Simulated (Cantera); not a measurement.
A Cantera script and what it prints.

```python
import numpy as np
import cantera as ct

gas_names = [...]  # 151 gases of nasa_gas.yaml made of C, H, N, O, Si
cond_names = """
    C(gr) C6H6(L) C7H8(L) C8H18(L),n-octa H2O(s) H2O(L) Si(cr) Si(L) SiC(b) SiO2(Lqz) SiO2(hqz) SiO2(L)
    Si2N2O(s) Si3N4(a)
""".split()


# ... load() reads the species with a 1 bar reference pressure and builds the phases ...
atoms = {
    'HMDSO': {'Si': 2, 'C': 6, 'H': 18, 'O': 1},
    'NO': {'N': 1, 'O': 1},
    'H2': {'H': 2},
}
top_T = {'C(gr)': 4500, 'SiC(b)': 3050, 'Si2N2O(s)': 2100, 'Si3N4(a)': 2400}  # K; cautious upper limits of use, not melting points


# ... equilibrate(T, P, feed) seeds the gas with the atoms and calls Mixture.equilibrate('TP', solver="vcs", rtol=1e-11, max_steps=5000) ...
results = []
feed = {'HMDSO': 1, 'NO': 0.14, 'H2': 58}  # mol
P = 3500  # Pa
for T in [623, 698, 773, 848, 923, 998, 1073, 1148, 1223, 1298, 1373, 1448, 1523]:
    mix = equilibrate(T, P, feed)
    results.append((T, P, feed, dict(zip(mix.species_names, mix.species_moles))))

top = {s: max(r[3][s] / sum(r[3][g] for g in gas_names) for r in results) for s in gas_names}
cols = sorted((s for s in top if top[s] > 1e-06), key=lambda s: -top[s])[:5]
seen = [c for c in cond_names if any(r[3].get(c, 0) > 1e-12 for r in results)]
print("log10 of partial pressures in bar; condensed amounts in mol")
print(f"{'T/K':>10s}" + "".join(f"{s[:9]:>10s}" for s in cols + seen))
for T, P, feed, n in results:
    ng = sum(n[g] for g in gas_names)
    print(f"{T:10.4g}" + "".join(f"{np.log10(max(n[s] / ng * P / 1e5, 1e-99)):10.3f}" for s in cols)
          + "".join(f"{n.get(c, 0):10.4g}" for c in seen))
```

Result:

```
log10 of partial pressures in bar; condensed amounts in mol
       T/K        H2       CH4        CO        N2         H     C(gr)    SiC(b) SiO2(Lqz) SiO2(hqz) Si2N2O(s)
       623    -1.490    -2.581   -18.555   -24.435   -16.373         0     1.325     0.535         0      0.07
       698    -1.490    -2.581   -14.643   -19.860   -14.389         0     1.325     0.535         0      0.07
       773    -1.485    -2.644   -11.589   -16.272   -12.785    0.5965     1.325     0.535         0      0.07
       848    -1.465    -3.124    -9.758   -14.000   -11.453     3.267     1.325         0     0.535      0.07
       923    -1.459    -3.552    -8.231   -12.098   -10.341     4.142     1.325         0     0.535      0.07
       998    -1.457    -3.926    -6.935   -10.485    -9.396     4.448     1.325         0    0.5349      0.07
      1073    -1.457    -4.251    -5.824    -9.101    -8.582     4.563     1.326         0    0.5336      0.07
      1148    -1.456    -4.537    -4.860    -7.900    -7.873      4.58     1.338         0    0.5218   0.06997
      1223    -1.457    -4.790    -4.017    -6.849    -7.251     4.366     1.418         0    0.4427   0.06972
      1298    -1.463    -5.024    -3.273    -5.922    -6.701     3.097     1.847         0   0.01689   0.06763
      1373    -1.464    -5.225    -3.235    -4.475    -6.209     2.863      1.99         0         0   0.00429
      1448    -1.464    -5.404    -3.234    -4.450    -5.767     2.854     1.998         0         0         0
      1523    -1.464    -5.565    -3.234    -4.453    -5.368     2.855     1.998         0         0         0
```

Equilibrium computed with Cantera from the NASA thermochemical tables; the gas is ideal and each condensed phase is pure. The feed counts by its element totals alone. Mutual solubility and eutectic melting of coexisting phases are not modelled. The tables hold silica as quartz up to 1696 K and as liquid above; real silica turns to tridymite and cristobalite and melts near 1996 K.
